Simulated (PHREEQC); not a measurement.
Dissolve 0.19 mol KOH, 0.013 mol K2SiO3 and 0.048 mol K3PO4 per kg of water at 20 °C. It is in equilibrium with CO2 at log p = -3.4 (atm). Otherwise closed; pH follows from the charge balance.

The numbers come from PHREEQC with the ion-association model, wateq4f.dat.

Precipitation was switched off in this run.

Problem. Estimate the pH, activity of water, ionic strength.

Solution. pH 9.94; activity of water 0.990; ionic strength 0.485 mol/kgw.

Problem. In which forms is K present?

Solution. K+ 98 %, KHPO4- 1.6 % of the K.

The solution is supersaturated, for example in SiO2(a), Quartz (slow to form), so a real one may precipitate; this is no full list. Complexes and solids missing from the database can't appear. H3PO4, which wateq4f.dat lacks, is added to it with the constant of phreeqc.dat.
